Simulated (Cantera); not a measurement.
An isothermal, constant-pressure homogeneous reactor starts with CO : O₂ : H₂O : N₂ = 0.0011 : 0.025 : 0.00018 : 1 (molar parts), equivalence ratio 0.022, at 1523 K and 100.0 Torr.

Model: GRI-Mech 3.0 (53 species, 325 reactions), integrated in Cantera.

x: mole fraction; the columns are a selection and need not sum to one.

```
t (s)           x CO    x O₂     x H₂O    x H₂O₂       x HO₂       x NO₂         x H
--------  ----------  ------  --------  --------  ----------  ----------  ----------
6.00e-5      0.00107  0.0244  0.000175    <1e-12    9.23e-12      <1e-12      <1e-12
0.000165     0.00107  0.0244  0.000175    <1e-12    2.47e-11      <1e-12      <1e-12
0.000452     0.00107  0.0244  0.000175    <1e-12    6.37e-11      <1e-12    3.51e-12
0.00124      0.00107  0.0244  0.000175    <1e-12    1.48e-10      <1e-12    1.47e-11
0.00341      0.00107  0.0244  0.000175    <1e-12    2.72e-10      <1e-12    7.51e-11
0.00935      0.00107  0.0244  0.000175    <1e-12    3.86e-10      <1e-12    4.98e-10
0.0257       0.00107  0.0244  0.000175    <1e-12     1.16e-9      <1e-12     6.49e-9
0.0705      0.000961  0.0243  0.000164  5.88e-11     3.74e-8    2.50e-12     1.60e-6
0.193       0.000120  0.0236  0.000137  3.45e-10     9.21e-8    3.25e-10     2.02e-5
0.531     (withheld)  0.0237  0.000156  1.52e-10  (withheld)  (withheld)  (withheld)
1.46         2.82e-6  0.0238  0.000167  3.76e-11     1.74e-8     2.44e-9     4.15e-7
4.00         6.06e-7  0.0238  0.000172  9.23e-12     4.46e-9     2.61e-9     4.67e-8
```

**Question.** What belongs in the gaps?

**Answer.** 
- 0.531, x CO: 1.40e-5
- 0.531, x HO₂: 5.24e-8
- 0.531, x NO₂: 1.39e-9
- 0.531, x H: 4.19e-6
